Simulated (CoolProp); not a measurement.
Saturation properties of n-perfluorohexane.

The numbers come from the reference Helmholtz-energy equation of state, Gao 2022 in CoolProp.

```csv
T (K),p (MPa),vapour density (kg/m³),liquid cp (kJ/(kg K))
218.1,(withheld),(withheld),0.9222
226.3,(withheld),0.05951,0.9346
234.4,0.0006555,0.1138,(withheld)
242.6,0.001235,0.2074,0.9599
250.8,0.002210,0.3595,0.9727
258.9,0.003752,0.5921,0.9854
267.1,0.006151,0.9433,0.9983
275.2,(withheld),1.443,1.011
283.4,0.01477,2.150,1.024
```

Question: Complete the blanks.

Answer: 
- 218.1, p (MPa): 0.0001553
- 218.1, vapour density (kg/m³): 0.02896
- 226.3, p (MPa): 0.0003310
- 234.4, liquid cp (kJ/(kg K)): 0.9471
- 275.2, p (MPa): 0.009664

It boils at 330.3 K under 1 atm.
